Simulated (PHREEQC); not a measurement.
## Alkaline etch or developer (model solution)

Dissolve 37 mmol/kgw TMAH, 2.7 mmol/kgw Na2SiO3 and 1.7 mmol/kgw (CH3)4NCl at 25 °C. It is in equilibrium with CO2 at log p = -1 (atm). Otherwise closed; pH follows from the charge balance.

Computed with PHREEQC (ion-association model, phreeqc.dat).

This is a speciation only: nothing precipitates in the calculation.

Task: Estimate the pH, ionic strength.

Result: pH 7.37; ionic strength 0.0441 mol/kgw.

Task: In which forms is C present?

Result: HCO3- 92 %, CO2 7.4 % of the C.

The solution is supersaturated, for example in SiO2(a), Quartz (slow to form), so a real one may precipitate; this is no full list. Complexes and solids missing from the database can't appear. (CH3)4N+ isn't in the database: it is added as a free cation with an ion size of 4 Å.
